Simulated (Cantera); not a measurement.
Cantera run:

```python
import numpy as np
import cantera as ct

gas_names = """
    CL CL2 H HCL H2 N NH NH2 NH3 N2 N2H2 N2H4 Si SiCL SiCL2 SiCL3 SiCL4 SiH SiHCL3 SiH2 SiH2CL2 SiH3
    SiH3CL SiH4 SiN Si2 Si2N Si3
""".split()
cond_names = """
    NH4CL(a) NH4CL(b) Si(cr) Si(L) Si3N4(a)
""".split()


# ... load() reads the species with a 1 bar reference pressure and builds the phases ...
atoms = {
    'Si': {'Si': 1},
    'HCl': {'H': 1, 'CL': 1},
    'N2': {'N': 2},
}
top_T = {'Si3N4(a)': 2400}  # K; cautious upper limits of use, not melting points


# ... equilibrate(T, P, feed) seeds the gas with the atoms and calls Mixture.equilibrate('TP', solver="vcs", rtol=1e-11, max_steps=5000) ...
results = []
T = 1023  # K
P = 133.322  # Pa
for m in [2.1, 2.9, 3.8, 4.7, 5.5, 6.4, 7.2, 8.1, 9]:
    feed = {'Si': 1, 'HCl': m, 'N2': 0.24}  # mol
    mix = equilibrate(T, P, feed)
    results.append((T, P, feed, dict(zip(mix.species_names, mix.species_moles))))

top = {s: max(r[3][s] / sum(r[3][g] for g in gas_names) for r in results) for s in gas_names}
cols = sorted((s for s in top if top[s] > 0.0001), key=lambda s: -top[s])[:5]
seen = [c for c in cond_names if any(r[3].get(c, 0) > 1e-12 for r in results)]
print("log10 of partial pressures in bar; condensed amounts in mol")
print(f"{'n(HCl)':>10s}" + "".join(f"{s[:9]:>10s}" for s in cols + seen))
for T, P, feed, n in results:
    ng = sum(n[g] for g in gas_names)
    print(f"{feed['HCl']:10.4g}" + "".join(f"{np.log10(max(n[s] / ng * P / 1e5, 1e-99)):10.3f}" for s in cols)
          + "".join(f"{n.get(c, 0):10.4g}" for c in seen))
```

Result:

```
log10 of partial pressures in bar; condensed amounts in mol
    n(HCl)       HCL        H2     SiCL4        N2    SiHCL3    Si(cr)  Si3N4(a)
       2.1    -3.993    -3.096    -3.441   -10.349    -4.616    0.1185      0.12
       2.9    -3.647    -3.135    -3.452    -8.137    -5.013         0      0.12
       3.8    -3.294    -3.263    -3.569    -5.463    -5.610         0    0.1159
       4.7    -3.220    -3.324    -3.629    -4.745    -5.806         0   0.09277
       5.5    -3.200    -3.350    -3.655    -4.506    -5.878         0   0.06376
       6.4    -3.189    -3.368    -3.673    -4.365    -5.924         0   0.02815
       7.2    -3.177    -3.385    -3.689    -4.304    -5.970         0         0
       8.1    -3.127    -3.441    -3.745    -4.361    -6.132         0         0
         9    -3.091    -3.491    -3.795    -4.411    -6.267         0         0
```

Cantera equilibrium calculation (NASA polynomials, part measured and part estimated; ideal gas, pure solids and liquids). N2 is the only nitrogen source here; it is nearly inert below about 1500 K, so the nitride shown seldom forms there in practice. Mutual solubility and eutectic melting of coexisting phases are not modelled. The tables' values for SiCl3 are old estimates; treat these amounts as uncertain.
